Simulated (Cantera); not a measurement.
Predominance diagram of Cr at 1775 K against the partial pressures of O₂ and N₂ (log10, bar). Standard-state values (1 bar) from the NASA 1993 polynomials, evaluated with Cantera. Candidates: Cr(s), CrN(s), Cr₂N(s), Cr₂O₃(s). Only these pure phases compete in this equilibrium. 

```
log p(N₂) \ log p(O₂)
        columns: -15, -14.1, -13.2, -12.4, -11.5, -10.6, -9.7, -8.8, -7.9, -7.1, -6.2, -5.3, -4.4, -3.5, -2.6, -1.8, -0.9, 0
      0  A A A B B B B B B B B B B B B B B B
     -1  C C B B B B B B B B B B B B B B B B
     -2  C C B B B B B B B B B B B B B B B B
     -3  C C B B B B B B B B B B B B B B B B
     -4  C C B B B B B B B B B B B B B B B B
     -5  C C B B B B B B B B B B B B B B B B
     -6  C C B B B B B B B B B B B B B B B B
     -7  C C B B B B B B B B B B B B B B B B
     -8  C C B B B B B B B B B B B B B B B B
     -9  C C B B B B B B B B B B B B B B B B
```

A: Cr₂N(s); B: Cr₂O₃(s); C: Cr(s).
